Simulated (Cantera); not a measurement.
A Cantera script and its output.

```python
import numpy as np
import cantera as ct

gas = ct.Solution("gri30.yaml")
gas.TP = 300, 101325
flame = ct.CounterflowDiffusionFlame(gas, width=0.02)
flame.fuel_inlet.X, flame.fuel_inlet.T = {'CH4': 1, 'C2H6': 0.53, 'N2': 0.93}, 475
flame.oxidizer_inlet.X, flame.oxidizer_inlet.T = {'O2': 0.24, 'N2': 0.76}, 350
flame.set_refine_criteria(ratio=3, slope=0.12, curve=0.24, prune=0.03)
show = ['OH', 'H', 'NO', 'CO', 'C2H2']

rows = []
print(f"{'mdot':>8s}{'a_max':>10s}{'a_mean':>10s}{'Tmax/K':>9s}" + "".join(f"{s:>11s}" for s in show) + "   (peak mole fractions)")
for i, mdot in enumerate([0.25, 0.35, 0.48, 0.65, 0.9, 1.2, 1.7, 2.3, 3.2, 4.3]):  # kg/m2/s on the oxidiser side
    flame.oxidizer_inlet.mdot, flame.fuel_inlet.mdot = mdot, 0.88 * mdot
    flame.solve(loglevel=0, auto=(i == 0))
    if flame.T.max() < max(475, 350) + 100:
        print(f"{mdot:8.3g}  no burning solution found from the previous one")
        break
    dT = np.abs(np.gradient(flame.T, flame.grid))
    rows.append([flame.strain_rate("max"), flame.strain_rate("mean"), flame.T.max(),
                 *(flame.X[gas.species_index(s)].max() for s in show), max(dT[0], dT[-1]) / dT.max()])
    print(f"{mdot:8.3g}{rows[-1][0]:10.1f}{rows[-1][1]:10.1f}{rows[-1][2]:9.1f}" + "".join(f"{x:11.3e}" for x in rows[-1][3:-1]))
```

It prints:

```
    mdot     a_max    a_mean   Tmax/K         OH          H         NO         CO       C2H2   (peak mole fractions)
    0.25     167.2      30.6   2125.8  8.450e-03  4.054e-03  2.967e-04  5.978e-02  2.351e-02
    0.35     225.1      42.8   2107.4  8.445e-03  4.299e-03  2.764e-04  5.929e-02  2.237e-02
    0.48     298.7      58.7   2090.1  8.414e-03  4.525e-03  2.555e-04  5.887e-02  2.126e-02
    0.65     393.3      79.5   2072.9  8.353e-03  4.737e-03  2.336e-04  5.854e-02  2.019e-02
     0.9     529.9     110.0   2057.2  8.309e-03  4.977e-03  2.102e-04  5.847e-02  1.914e-02
     1.2     689.3     146.7   2039.4  8.162e-03  5.150e-03  1.858e-04  5.837e-02  1.800e-02
     1.7     947.5     207.9   2015.7  7.904e-03  5.312e-03  1.540e-04  5.845e-02  1.649e-02
     2.3    1249.9     281.2   1992.9  7.594e-03  5.387e-03  1.251e-04  5.871e-02  1.500e-02
     3.2    1691.1     391.3   1962.2  7.097e-03  5.334e-03  9.243e-05  5.924e-02  1.310e-02
     4.3    2212.6     525.7   1927.3  6.458e-03  5.112e-03  6.319e-05  6.005e-02  1.099e-02
```

Computed with Cantera and GRI-Mech 3.0 (53 species, 325 reactions). GRI-Mech 3.0 has no aromatics or soot, which form on the fuel side of real flames. The maximum strain rate includes the flame's own expansion and is several times the mean.
